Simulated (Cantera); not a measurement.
An isothermal, constant-pressure homogeneous reactor starts with CH4 : N2 = 1 : 38 (molar parts), at 1973 K and 1330 Pa.

Cantera simulation using GRI-Mech 3.0 (53 species, 325 reactions); the numbers are that mechanism's predictions, not measurements. GRI-Mech 3.0 stops at C3 and has no aromatics, soot or wall deposition, so with more carbon than oxygen in the feed, carbon stays in small species such as C2H2 where larger ones or solid carbon would form. Radical loss at walls, strong at low pressure, is not modelled.

x: mole fraction; the columns are a selection and need not sum to one.

```csv
t (s),x CH4,x HCN,x C2H6,x CH2,x CH3,x C2H2
0.000900,0.0254,1.30e-10,9.43e-9,1.46e-7,0.000214,3.90e-8
0.00184,0.0252,9.67e-10,4.59e-8,5.02e-7,0.000440,7.50e-7
0.00376,0.0246,8.29e-9,1.98e-7,1.64e-6,0.000881,1.32e-5
0.00769,0.0227,1.03e-7,7.05e-7,4.82e-6,0.00162,0.000211
0.0157,…,…,…,9.94e-6,…,…
0.0321,0.00765,9.48e-6,5.54e-7,9.64e-6,0.00129,0.00765
0.0656,0.00276,2.70e-5,1.13e-7,6.30e-6,0.000573,0.0108
0.134,0.000793,5.60e-5,1.58e-8,3.51e-6,0.000218,0.0120
0.274,0.000189,9.72e-5,1.50e-9,1.55e-6,6.88e-5,0.0123
0.561,3.87e-5,0.000142,9.35e-11,5.11e-7,1.77e-5,0.0124
1.15,…,0.000172,1.77e-12,…,…,0.0124
2.34,2.47e-7,0.000178,<1e-12,8.54e-9,1.81e-7,0.0124
4.79,6.92e-8,0.000178,<1e-12,4.14e-9,6.67e-8,0.0124
9.78,2.86e-8,0.000178,<1e-12,2.47e-9,3.31e-8,0.0124
20.0,2.43e-8,0.000179,<1e-12,2.32e-9,2.96e-8,0.0124
```

Task: What belongs in the gaps?

Result: 
- 0.0157, x CH4: 0.0164
- 0.0157, x HCN: 1.48e-6
- 0.0157, x C2H6: 1.28e-6
- 0.0157, x CH3: 0.00208
- 0.0157, x C2H2: 0.00228
- 1.15, x CH4: 4.45e-6
- 1.15, x CH2: 9.07e-8
- 1.15, x CH3: 2.52e-6
